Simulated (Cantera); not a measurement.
A closed system holds: 1 mol SiF4, 0.1 mol NH3, 25 mol N2, held at 1725 K and 900 Pa.

These are equilibrium values from Cantera (NASA tables, ideal gas, pure condensed phases), not measurements of a reactor. Candidate condensed phases: Si, Si3N4; 37 gas species. The tables' values for SiF3, SiF2 are old estimates; treat these amounts as uncertain. The numbers say what is thermodynamically allowed, not how fast it happens.

Base state: N2 0.952, SiF4 0.0305, HF 0.00813, SiF3 0.00687, H2 0.00159, SiF2 0.000624, H 7.81e-5, SiHF3 1.19e-5 (mole fractions); condensed: gas only.

Q: What changes in the equilibrium state with this change: pressure from 900 Pa to 133 Pa?

A: 
| species | before | after |
|---|---|---|
| N2 | 0.952 | 0.951 |
| SiF4 | 0.0305 | 0.0288 |
| HF | 0.00813 | 0.0101 |
| SiF3 | 0.00687 | 0.00821 |
| SiHF3 | 1.19e-5 | 3.32e-6 |
| H2 | 0.00159 | 0.000583 |
| H | 7.81e-5 | 0.000123 |
| SiF2 | 0.000624 | 0.000944 |
